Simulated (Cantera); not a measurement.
Cantera run:

```python
import numpy as np
import cantera as ct

gas_names = """
    B BH BH2 BH3 BN BO BO2 B2 B2O B2O2 B2O3 B3O3H3 H HBO HBO2 HNO HNO2 HNO3 HO2 H2 H2O H2O2 H3B3O6 N NH
    NH2 NH3 NH2OH NO NO2 NO3 N2 N2H2 N2H4 N2O O OH O2 O3
""".split()
cond_names = """
    B(b) B(L) BN(s) B2O3(L) B3O3H3(cr) H2O(s) H2O(L)
""".split()


# ... load() reads the species with a 1 bar reference pressure and builds the phases ...
atoms = {
    'B2H6': {'B': 2, 'H': 6},
    'H2O': {'H': 2, 'O': 1},
    'H2': {'H': 2},
    'NH3': {'N': 1, 'H': 3},
}
top_T = {'BN(s)': 3200}  # K; cautious upper limits of use, not melting points


# ... equilibrate(T, P, feed) seeds the gas with the atoms and calls Mixture.equilibrate('TP', solver="vcs", rtol=1e-11, max_steps=5000) ...
results = []
feed = {'B2H6': 1, 'H2O': 1, 'H2': 2.4, 'NH3': 27}  # mol
T = 1948  # K
P = 100000  # Pa
mix = equilibrate(T, P, feed)
results.append((T, P, feed, dict(zip(mix.species_names, mix.species_moles))))
x = sorted(zip(gas.X, gas.species_names), reverse=True)
print(f"T = {T:g} K  P = {P:g} Pa  gas = {mix.phase_moles(0):.4g} mol")
print("   x: " + "  ".join(f"{s} {v:.3e}" for v, s in x if v > 0.0001))
print("   condensed (mol): " + ("  ".join(f"{mix.phase(i).name} {mix.phase_moles(i):.4g}"
      for i in range(1, mix.n_phases) if mix.phase_moles(i) > 1e-12) or "none"))
```

Output:

```
T = 1948 K  P = 100000 Pa  gas = 60.22 mol
   x: H2 7.718e-01  N2 2.141e-01  HBO 9.005e-03  HBO2 2.177e-03  H 9.927e-04  H2O 8.611e-04  B2O3 5.282e-04  B2O2 3.099e-04  BO 1.767e-04
   condensed (mol): BN(s) 1.214
```

Equilibrium computed with Cantera from the NASA thermochemical tables; the gas is ideal and each condensed phase is pure. The feed counts by its element totals alone.
